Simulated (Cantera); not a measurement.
A diamond (100) surface in a fixed gas of H2 with x(CH4) = 0.02, x(H) = 0.00057, at 1125 K, 15.0 Torr; coverages are run to steady state.

Detailed kinetics in Cantera: the Harris–Goodwin 1993 mechanism for the reconstructed diamond (100) surface.

One state of this run: growth (µm/h) = 0.00696; θ c6HH = 0.516; θ c6H* = 0.0293; θ c6*H = 0.439; θ c6** = 0.0153; θ c6HM = 0.000154. θ: site fractions in the mechanism's names (c6HH fully hydrogenated, c6H* and c6*H radical sites, c6** diradical, c6HM methylated).

Q: Which value of x(CH3) does it belong to?
A) 4.4e-06
B) 4.1e-05
C) 9.3e-06
D) 1e-06

A: A, 4.4e-06
